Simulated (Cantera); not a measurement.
Cantera run:

```python
import numpy as np
import cantera as ct

gas_names = """
    Fe FeO Fe(OH)2 H HNO HNO2 HNO3 HO2 H2 H2O H2O2 N NH NH2 NH3 NH2OH NO NO2 NO3 N2 N2H2 N2H4 N2O O OH
    O2 O3
""".split()
cond_names = """
    Fe(a) Fe(c) Fe(d) Fe(L) FeO(s) FeO(L) Fe(OH)2(s) Fe(OH)3(s) Fe2O3(s) Fe3O4(s) H2O(s) H2O(L)
""".split()


# ... load() reads the species with a 1 bar reference pressure and builds the phases ...
atoms = {
    'Fe': {'Fe': 1},
    'O2': {'O': 2},
    'N2': {'N': 2},
    'H2O': {'H': 2, 'O': 1},
}
top_T = {'Fe2O3(s)': 1830, 'Fe3O4(s)': 1870}  # K; cautious upper limits of use, not melting points


# ... equilibrate(T, P, feed) seeds the gas with the atoms and calls Mixture.equilibrate('TP', solver="vcs", rtol=1e-11, max_steps=5000) ...
results = []
feed = {'Fe': 1, 'O2': 0.065, 'N2': 16, 'H2O': 16}  # mol
T = 723.15  # K
P = 1000  # Pa
mix = equilibrate(T, P, feed)
results.append((T, P, feed, dict(zip(mix.species_names, mix.species_moles))))
print(gas.report(threshold=0.001))
for i in range(1, mix.n_phases):
    print(f"{mix.phase(i).name:16s} {mix.phase_moles(i):12.5e} mol")
```

It prints:

```
       temperature   723.15 K
          pressure   1000 Pa
           density   0.0037276 kg/m^3
  mean mol. weight   22.413 kg/kmol
   phase of matter   gas

                          1 kg             1 kmol
                     ---------------   ---------------
          enthalpy       -4.3752e+06       -9.8061e+07  J
   internal energy       -4.6435e+06       -1.0407e+08  J
           entropy             11676        2.6169e+05  J/K
    Gibbs function       -1.2819e+07        -2.873e+08  J
 heat capacity c_p            1517.9             34020  J/K
 heat capacity c_v            1146.9             25705  J/K

                      mass frac. Y      mole frac. X     chem. pot. / RT
                     ---------------   ---------------   ---------------
                H2         0.0033824          0.037604            -24.65
               H2O           0.37166            0.4624           -69.546
                N2           0.62495               0.5           -29.398
     [  +24 minor]        2.7454e-07         3.613e-07

Fe(a)             0.00000e+00 mol
FeO(s)            0.00000e+00 mol
Fe(OH)2(s)        0.00000e+00 mol
Fe(OH)3(s)        0.00000e+00 mol
Fe2O3(s)          0.00000e+00 mol
Fe3O4(s)          3.33333e-01 mol
```

Cantera equilibrium calculation (NASA polynomials, part measured and part estimated; ideal gas, pure solids and liquids).
